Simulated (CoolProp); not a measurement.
The numbers come from the reference Helmholtz-energy equation of state, Gao 2020 in CoolProp.

Give the vapour pressure (MPa), liquid cp (kJ/(kg K)), surface tension (mN/m), liquid viscosity (µPa s) of saturated ammonia at 299.9, 310.9, 316.4 K.


```csv
T (K),p (MPa),liquid cp (kJ/(kg K)),surface tension (mN/m),liquid viscosity (µPa s)
299.9,1.06,4.80,20.1,130
310.9,1.46,4.91,17.6,117
316.4,1.70,4.97,16.4,111
```

Viscosity comes from a separate model (Fenghour 1995). Surface tension comes from a separate correlation (Mulero 2012).
